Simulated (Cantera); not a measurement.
A perfectly stirred reactor is fed with 19.9 % H2, 16.8 % O2, 63.3 % N2, equivalence ratio 0.59, at 0.800 bar; it is adiabatic with a 350 K inlet, and is followed from long to short residence time, starting on the burning branch (τ in s: 0.16, 0.048, 0.014, 0.0044, 0.0013, 0.00041, 0.00012, 3.7e-05, 1.1e-05).

Detailed kinetics in Cantera: GRI-Mech 3.0 (53 species, 325 reactions).

Predict: blow-out, bracketed by the residence times tried; x(H2) at τ = 0.160 s; x(O2) at τ = 0.160 s; x(H2O2) at τ = 0.160 s; x(H2O) at τ = 0.160 s; x(HO2) at τ = 0.160 s; x(H2) at τ = 1.30 ms; x(O2) at τ = 1.30 ms; x(H2O2) at τ = 1.30 ms; x(H2O) at τ = 1.30 ms; x(HO2) at τ = 1.30 ms.


- blow-out, bracketed by the residence times tried: burning at 37.0 µs, out at 11.0 µs
- x(H2) at τ = 0.160 s: 0.000264
- x(O2) at τ = 0.160 s: 0.0760
- x(H2O2) at τ = 0.160 s: 9.77e-8
- x(H2O) at τ = 0.160 s: 0.219
- x(HO2) at τ = 0.160 s: 1.57e-6
- x(H2) at τ = 1.30 ms: 0.00512
- x(O2) at τ = 1.30 ms: 0.0754
- x(H2O2) at τ = 1.30 ms: 6.38e-7
- x(H2O) at τ = 1.30 ms: 0.208
- x(HO2) at τ = 1.30 ms: 1.71e-5
